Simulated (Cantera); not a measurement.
Mixture: 14.2 % CH4, 0.853 % C2H6, 0.810 % C3H8, 16.9 % O2, 63.5 % N2, 3.69 % H2O, at 5.00 bar, adiabatic and at constant volume. Ignition delay is the time to a rise of 400 K.

Computed with Cantera and GRI-Mech 3.0 (53 species, 325 reactions).

Problem. Predict: delay at 1150 K; delay at 1350 K; delay at 1550 K; delay at 1750 K; apparent activation energy between 1650 and 1850 K.

Solution. 
| Quantity | Result |
|---|---|
| delay at 1150 K | 5.50 ms |
| delay at 1350 K | 0.449 ms |
| delay at 1550 K | 56.4 µs |
| delay at 1750 K | 12.7 µs |
| apparent activation energy between 1650 and 1850 K | 160 kJ/mol |
